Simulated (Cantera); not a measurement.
Charge: 1 mol borazine, 1.9 mol H2O, 0.22 mol N2, at 1648 K and 74.0 Pa.

Method: chemical equilibrium by Gibbs-energy minimisation in Cantera with the NASA 1993 tables (ideal gas, pure condensed phases). Candidate condensed phases: B, BN, B2O3, B3O3H3, H2O; 39 gas species. The feed counts by its element totals alone. Kinetics and transport are ignored.

Base state: H2 0.686, N2 0.150, HBO 0.0706, B2O2 0.0376, B2O3 0.0376, HBO2 0.00861, BO 0.00595, H 0.00271 (mole fractions); condensed: BN(s).

What changes in the equilibrium state with this change: temperature from 1648 K to 1823.15 K?


| species | before | after |
|---|---|---|
| H2 | 0.686 | 0.629 |
| N2 | 0.150 | 0.161 |
| HBO | 0.0706 | 0.0997 |
| B2O3 | 0.0376 | 0.00457 |
| BO | 0.00595 | 0.0348 |
| H | 0.00271 | 0.0126 |
| B2O2 | 0.0376 | 0.0576 |
| B2O | 1.22e-6 | 7.27e-5 |
| BH2 | 1.15e-6 | 2.25e-5 |
| BN(s), mol | 1.41 | 1.14 |
The tables' values for BH2 are old estimates; treat these amounts as uncertain.

What changes in the equilibrium state with this change: H2O from 1.9 to 0.22 mol?


```json
[
 {"species": "H2", "before": "0.686", "after": "0.861"},
 {"species": "N2", "before": "0.150", "after": "0.0884"},
 {"species": "HBO", "before": "0.0706", "after": "0.0340"},
 {"species": "B2O3", "before": "0.0376", "after": "0.00229"},
 {"species": "B2O2", "before": "0.0376", "after": "0.00696"},
 {"species": "HBO2", "before": "0.00861", "after": "0.00137"},
 {"species": "H2O", "before": "0.000105", "after": "4.35e-5"},
 {"species": "BO", "before": "0.00595", "after": "0.00256"},
 {"species": "H", "before": "0.00271", "after": "0.00304"},
 {"species": "BN(s), mol", "before": "1.41", "after": "2.79"}
]
```
